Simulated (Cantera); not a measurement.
A perfectly stirred reactor is fed with CH4 : CO : O2 : N2 = 1 : 0.054 : 1.69 : 6.35 (molar parts), at 750 Torr; it is adiabatic with a 775 K inlet, and is followed from long to short residence time, starting on the burning branch (τ in s: 0.42, 0.21, 0.1, 0.05, 0.025, 0.012, 0.006, 0.003, 0.0015, 0.00072, 0.00035, 0.00017, 8.6e-05).

Computed with Cantera and GRI-Mech 3.0 (53 species, 325 reactions).

Q: What does this change do: CH4 1 to 0.76 parts?

A: 
```tsv
quantity	before	after
blow-out, bracketed by the residence times tried	burning at 86.0 µs, the shortest tried	burning at 86.0 µs, the shortest tried
x(CH4) at τ = 0.420 s	6.04e-7	3.05e-7
x(CO) at τ = 0.420 s	0.0504	0.0124
x(O2) at τ = 0.420 s	0.00105	0.0195
x(NO) at τ = 0.420 s	0.00128	0.00520
x(N2O) at τ = 0.420 s	6.78e-8	2.95e-7
x(CH4) at τ = 6.00 ms	2.16e-5	1.55e-5
x(CO) at τ = 6.00 ms	0.0519	0.0164
x(O2) at τ = 6.00 ms	0.00273	0.0238
x(NO) at τ = 6.00 ms	0.000821	0.00112
x(N2O) at τ = 6.00 ms	7.32e-8	2.47e-7
```
